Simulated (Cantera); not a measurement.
A Cantera script and what it prints.

```python
import numpy as np
import cantera as ct

gas_names = """
    C CO CO2 C2 C2O C3 C3O2 C4 C5 Fe FeC5O5 FeO O O2 O3
""".split()
cond_names = """
    C(gr) Fe(a) Fe(c) Fe(d) Fe(L) FeC5O5(L) FeO(s) FeO(L) Fe2O3(s) Fe3O4(s)
""".split()


# ... load() reads the species with a 1 bar reference pressure and builds the phases ...
atoms = {
    'Fe3O4': {'Fe': 3, 'O': 4},
    'CO': {'C': 1, 'O': 1},
}
top_T = {'C(gr)': 4500, 'Fe2O3(s)': 1830, 'Fe3O4(s)': 1870}  # K; cautious upper limits of use, not melting points


# ... equilibrate(T, P, feed) seeds the gas with the atoms and calls Mixture.equilibrate('TP', solver="vcs", rtol=1e-11, max_steps=5000) ...
results = []
feed = {'Fe3O4': 1, 'CO': 2.3}  # mol
T = 900  # K
P = 900  # Pa
mix = equilibrate(T, P, feed)
results.append((T, P, feed, dict(zip(mix.species_names, mix.species_moles))))
x = sorted(zip(gas.X, gas.species_names), reverse=True)
print(f"T = {T:g} K  P = {P:g} Pa  gas = {mix.phase_moles(0):.4g} mol")
print("   x: " + "  ".join(f"{s} {v:.3e}" for v, s in x if v > 1e-06))
print("   condensed (mol): " + ("  ".join(f"{mix.phase(i).name} {mix.phase_moles(i):.4g}"
      for i in range(1, mix.n_phases) if mix.phase_moles(i) > 1e-12) or "none"))
```

Result:

```
T = 900 K  P = 900 Pa  gas = 2.3 mol
   x: CO 5.652e-01  CO2 4.348e-01
   condensed (mol): FeO(s) 3
```

These are equilibrium values from Cantera (NASA tables, ideal gas, pure condensed phases), not measurements of a reactor. The tables' stoichiometric FeO is somewhat more stable than real wüstite, so its field is too wide. FeO: taken at fixed stoichiometry.
